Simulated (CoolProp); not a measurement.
R245ca at 302.41 K and 0.0992 MPa is throttled through a valve to 0.0646 MPa with no heat exchange. Each further row changes one setting.

Model: reference Helmholtz-energy equation of state, Zhou 2016, in CoolProp.

```tsv
case	temperature change (K)	final density (kg/m³)
as stated	[?]	[?]
outlet pressure 0.0194 MPa	[?]	[?]
outlet pressure 0.084 MPa	[?]	4.63
```

Task: Complete the blanks.

Result: 
- as stated, temperature change (K): -0.9
- as stated, final density (kg/m³): 3.54
- outlet pressure 0.0194 MPa, temperature change (K): -2.1
- outlet pressure 0.0194 MPa, final density (kg/m³): 1.05
- outlet pressure 0.084 MPa, temperature change (K): -0.4
